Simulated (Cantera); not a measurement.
Input: 1 mol Fe, 3.5 mol SO2, 35 mol N2, at 82.5 Torr.

Equilibrium computed with Cantera from the NASA thermochemical tables; the gas is ideal and each condensed phase is pure. Candidate condensed phases: Fe, FeO, FeS, FeSO4, FeS2, Fe2O3, Fe2(SO4)3, Fe3O4, S; 19 gas species. Mutual solubility and eutectic melting of coexisting phases are not modelled. FeS: taken at fixed stoichiometry. Gases not in the tables: S3 to S7. Kinetics and transport are ignored.

Which condensed phases are stable at each of these points (T (°C)): 700, 725, 750, 775, 800, 825, 850, 875, 900, 925, 950, 975?


```json
[
 {"T (°C)": "700", "condensed phases": "FeS(s) + Fe3O4(s)", "Fe condensed (%)": "100.0"},
 {"T (°C)": "725", "condensed phases": "FeS(s) + Fe3O4(s)", "Fe condensed (%)": "100.0"},
 {"T (°C)": "750", "condensed phases": "FeS(s) + Fe3O4(s)", "Fe condensed (%)": "100.0"},
 {"T (°C)": "775", "condensed phases": "FeS(s) + Fe3O4(s)", "Fe condensed (%)": "100.0"},
 {"T (°C)": "800", "condensed phases": "FeS(s) + Fe3O4(s)", "Fe condensed (%)": "100.0"},
 {"T (°C)": "825", "condensed phases": "FeS(s) + Fe3O4(s)", "Fe condensed (%)": "100.0"},
 {"T (°C)": "850", "condensed phases": "FeS(s) + Fe3O4(s)", "Fe condensed (%)": "100.0"},
 {"T (°C)": "875", "condensed phases": "Fe3O4(s)", "Fe condensed (%)": "100.0"},
 {"T (°C)": "900", "condensed phases": "Fe3O4(s)", "Fe condensed (%)": "100.0"},
 {"T (°C)": "925", "condensed phases": "Fe3O4(s)", "Fe condensed (%)": "100.0"},
 {"T (°C)": "950", "condensed phases": "Fe3O4(s)", "Fe condensed (%)": "100.0"},
 {"T (°C)": "975", "condensed phases": "Fe3O4(s)", "Fe condensed (%)": "100.0"}
]
```

From 700 °C to 850 °C the condensed part is FeS(s) + Fe3O4(s). From 875 °C to 975 °C the condensed part is Fe3O4(s).
